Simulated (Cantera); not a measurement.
Standard-state values (1 bar) from the NASA 1993 polynomials, evaluated with Cantera. Values are per mole of reaction as written; species without (g) are pure solids or liquids, kept so even where they would boil at 1 bar.

**Question.** Between 300 and 2223 K, where is each reaction favourable under standard conditions?
- NbO2(g) + 2 H(g) → 2 OH(g) + Nb

**Answer.** 
- NbO2(g) + 2 H(g) → 2 OH(g) + Nb: ΔG° is -128 kJ at 300 K and 76 kJ at 2223 K; it changes sign between 1423 and 1623 K. ΔH° is -164 kJ and ΔS° -108 J/K at 2223 K.
